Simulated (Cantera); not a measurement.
Titanium nitride, carbide and oxide coatings: Ti(OiPr)4 + C3H8 + H2

Charge: 1 mol Ti(OiPr)4, 0.46 mol C3H8, 91 mol H2, equilibrated at 0.0133 bar.

Cantera equilibrium calculation (NASA polynomials, part measured and part estimated; ideal gas, pure solids and liquids). Candidate condensed phases: C, C6H6, C7H8, C8H18, H2O, Ti, TiC, TiO, TiO2, Ti2O3, Ti3O5, Ti4O7; 113 gas species. The feed counts by its element totals alone. Mutual solubility and eutectic melting of coexisting phases are not modelled. TiC: taken at fixed stoichiometry. Rates play no part.

```tsv
T (°C)	log p H2	log p CO	log p H	log p CH4	log p C2H2 (acetylene)	n C(graphite)	n TiC(s)	n Ti3O5(s)
877	-1.89	-3.34	-8.07	-5.41	-9.30	8.71	0.867	0.0444
927	-1.89	-3.32	-7.65	-5.58	-8.88	8.36	1.00	0
977	-1.89	-3.32	-7.26	-5.74	-8.49	8.37	1.00	0
1027	-1.89	-3.32	-6.90	-5.89	-8.13	8.37	1.00	0
1077	-1.89	-3.32	-6.57	-6.02	-7.80	8.37	1.00	0
1127	-1.89	-3.32	-6.26	-6.15	-7.49	8.37	1.00	0
1177	-1.89	-3.32	-5.97	-6.26	-7.20	8.37	1.00	0
1227	-1.89	-3.32	-5.70	-6.37	-6.94	8.37	1.00	0
1277	-1.89	-3.32	-5.45	-6.47	-6.69	8.37	1.00	0
1327	-1.89	-3.32	-5.21	-6.57	-6.45	8.37	1.00	0
1377	-1.89	-3.32	-4.99	-6.66	-6.23	8.37	1.00	0
1427	-1.89	-3.32	-4.78	-6.74	-6.03	8.36	1.00	0
1477	-1.89	-3.32	-4.58	-6.82	-5.83	8.35	1.00	0
1527	-1.89	-3.32	-4.39	-6.90	-5.65	8.34	1.00	0
```
log p: log10 of the partial pressure in bar; n: condensed amount in mol.

At 877 °C the condensed part is C(graphite) + TiC(s) + Ti3O5(s). From 927 °C to 1527 °C the condensed part is C(graphite) + TiC(s).
